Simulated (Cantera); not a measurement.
A perfectly stirred reactor is fed with 17.4 % H2, 82.6 % O2, equivalence ratio 0.10, at 24.0 Torr; it is held at 998 K, and followed from long to short residence time.

Computed with Cantera and the H2/O2 subset of GRI-Mech 3.0, which has no nitrogen chemistry. Radical loss at walls, strong at low pressure, is not modelled. The temperature is held fixed by assumption; the heat of reaction is taken as removed at once.

### Question
Predict: x(H2) at τ = 0.810 s; x(O2) at τ = 0.810 s; x(O) at τ = 0.810 s; x(H) at τ = 0.810 s; x(HO2) at τ = 0.810 s; x(H2) at τ = 88.0 ms; x(O2) at τ = 88.0 ms; x(O) at τ = 88.0 ms; x(H) at τ = 88.0 ms; x(HO2) at τ = 88.0 ms.

### Answer
| Quantity | Result |
|---|---|
| x(H2) at τ = 0.810 s | 0.00110 |
| x(O2) at τ = 0.810 s | 0.809 |
| x(O) at τ = 0.810 s | 0.000488 |
| x(H) at τ = 0.810 s | 6.67e-5 |
| x(HO2) at τ = 0.810 s | 1.28e-5 |
| x(H2) at τ = 88.0 ms | 0.00392 |
| x(O2) at τ = 88.0 ms | 0.808 |
| x(O) at τ = 88.0 ms | 0.00186 |
| x(H) at τ = 88.0 ms | 0.000604 |
| x(HO2) at τ = 88.0 ms | 2.43e-5 |
